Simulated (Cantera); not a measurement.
Feed: 1 mol CH₃OH, 0.92 mol O₂, 45 mol H₂, at 1450 °C and 4500 Torr.

These are equilibrium values from Cantera (NASA tables, ideal gas, pure condensed phases), not measurements of a reactor. Candidate condensed phases: C, C₆H₆, C₇H₈, C₈H₁₈, H₂O; 110 gas species. Equilibrium is a limit: real reactors are often held back by kinetics, nucleation or transport.

Base state: H₂ 0.941, H₂O 0.0381, CO 0.0206, CO₂ 0.000237, H 7.23e-5 (mole fractions); condensed: gas only.

Q: What changes in the equilibrium state with this change: O₂ from 0.92 to 1.9 mol?

A: 
```
species    before     after
-------  --------  --------
H₂          0.941     0.900
H₂O        0.0381    0.0787
CO         0.0206    0.0203
CO₂      0.000237  0.000506
H         7.23e-5   7.07e-5
```
